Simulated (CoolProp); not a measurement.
Carbonyl sulfide along the isobar 75.6 bar: Z from the reference equation and from simpler models built on Tc = 105.6 °C, pc = 63.69 bar, ω = 0.098; each cubic takes its own stable root.

Computed with CoolProp (reference Helmholtz-energy equation of state, Lemmon 2006). It is a short technical equation, of lower accuracy than the large ones.

| T (°C) | phase | reference |
|---|---|---|
| 17.55 | liquid | 0.1818 |
| 33.45 | liquid | 0.1797 |
| 49.35 | liquid | 0.1793 |
| 65.15 | liquid | 0.1811 |
| 81.05 | liquid | 0.1864 |
| 96.95 | liquid | 0.1992 |
| 112.75 | supercritical | 0.2526 |
| 128.65 | supercritical | 0.5158 |
| 144.55 | supercritical | 0.6216 |
| 160.45 | supercritical | 0.6874 |

**Question.** How far does each simpler model (van der Waals, Soave-Redlich-Kwong, Peng-Robinson) lie from the reference over these 10 states: mean and median of the absolute difference, and the worst?

**Answer.** 
- van der Waals: mean 33.5 %, median 47.0 %, worst +51.3 % at 17.55 °C and 75.6 bar
- Soave-Redlich-Kwong: mean 8.9 %, median 7.9 %, worst +20.5 % at 112.75 °C and 75.6 bar
- Peng-Robinson: mean 4.0 %, median 3.3 %, worst +10.8 % at 112.75 °C and 75.6 bar
